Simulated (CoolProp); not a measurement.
Vapour-liquid equilibrium of benzene (1) + ethylbenzene (2) at 501.3 K; x and y are mole fractions of (1).

The numbers come from the multi-fluid Helmholtz-energy mixture model, Thol 2012 and Zhou 2012; pair parameters Bell 2016 in CoolProp.

```tsv
x	bubble pressure (MPa)	y at the bubble point	dew pressure at overall composition x (MPa)	liquid density (mol/L)
0.05	0.7726	0.104	0.7433	___
0.125	0.8575	0.240	___	6.385
0.2	0.9465	0.357	0.8305	6.503
0.275	1.040	0.459	0.8820	6.623
0.35	1.138	0.547	0.9403	6.745
0.425	1.241	0.625	1.007	6.868
0.5	1.349	0.694	___	6.993
0.575	1.462	0.755	1.172	7.118
0.65	1.581	0.809	1.278	7.243
0.725	1.705	0.858	1.404	7.367
0.8	1.834	0.902	1.559	7.488
0.875	1.969	0.942	1.752	7.605
0.95	2.109	0.978	2.000	7.715
```

### Question
What belongs in the gaps?

### Answer

- 0.05, liquid density (mol/L): 6.270
- 0.125, dew pressure at overall composition x (MPa): 0.7845
- 0.5, dew pressure at overall composition x (MPa): 1.083

No azeotrope shows between x = 0.05 and 0.95.

Pair parameters are fitted to limited data, so mixtures are less certain than the pure fluids.
